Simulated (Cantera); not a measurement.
An isothermal, constant-pressure homogeneous reactor starts with NO : N₂ = 1 : 0.38 (molar parts), at 1650 K and 2670 Pa. Integrator tolerance rtol = 1e-08.

Cantera simulation using GRI-Mech 3.0 (53 species, 325 reactions); the numbers are that mechanism's predictions, not measurements. Radical loss at walls, strong at low pressure, is not modelled.

| quantity | before | after |
|---|---|---|
| x(NO) at 70.0 s | 0.622 (gas-phase equilibrium 0.00282) | 0.149 (gas-phase equilibrium 0.00574) |
| x(N₂) at 70.0 s | 0.326 (gas-phase equilibrium 0.636) | 0.563 (gas-phase equilibrium 0.635) |
| x(NO₂) at 70.0 s | 0.000169 (gas-phase equilibrium 2.13e-6) | 6.43e-5 (gas-phase equilibrium 2.78e-6) |
| x(O₂) at 70.0 s | 0.0510 (gas-phase equilibrium 0.361) | 0.287 (gas-phase equilibrium 0.359) |
| x(O) at 70.0 s | 4.11e-5 (gas-phase equilibrium 9.59e-5) | 0.000632 (gas-phase equilibrium 0.000699) |

Q: What was changed between the two runs?
A) temperature 1650 to 1848 K
B) temperature 1650 to 1750 K
C) temperature 1650 to 2125 K
D) temperature 1650 to 1625 K

A: A, temperature 1650 to 1848 K
